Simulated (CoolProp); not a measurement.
Properties of n-perfluorohexane along the isotherm 450 K.

Computed with CoolProp (reference Helmholtz-energy equation of state, Gao 2022).

```tsv
p (MPa)	phase	density (kg/m³)	cp (kJ/(kg K))	Joule-Thomson coefficient (K/MPa)	isothermal compressibility (1/MPa)
0.0551	gas	5.034	1.009	7.876	18.35
0.0858	gas	7.888	1.011	7.955	11.86
0.134	gas	12.44	1.013	8.085	7.674
0.208	gas	19.63	1.016	8.296	5.028
0.324	gas	31.39	1.022	8.660	3.321
0.504	gas	51.05	1.034	9.319	2.246
0.785	gas	86.24	1.060	10.68	1.595
1.22	gas	159.5	1.149	14.34	1.327
1.9	supercritical	842.3	2.612	10.68	1.022
2.96	supercritical	1063	1.375	1.791	0.08160
4.61	supercritical	1158	1.270	0.7317	0.03454
7.18	supercritical	1234	1.222	0.2801	0.01845
11.2	supercritical	1305	1.193	0.03012	0.01082
17.4	supercritical	1375	1.175	-0.1215	0.006697
```

The peak of cp marks the crossing from liquid-like to gas-like fluid above the critical point.
